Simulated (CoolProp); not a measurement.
Computed with CoolProp (reference Helmholtz-energy equation of state, Thol 2017).

Task: Give the vapour pressure (MPa), liquid density (kg/m³), enthalpy of vaporisation (kJ/kg) of saturated octamethyltrisiloxane (MDM) at 244.15, 277.05 °C.

Result: 
```csv
T (°C),p (MPa),liquid density (kg/m³),enthalpy of vaporisation (kJ/kg)
244.15,0.679,530,98.5
277.05,1.14,434,60.7
```
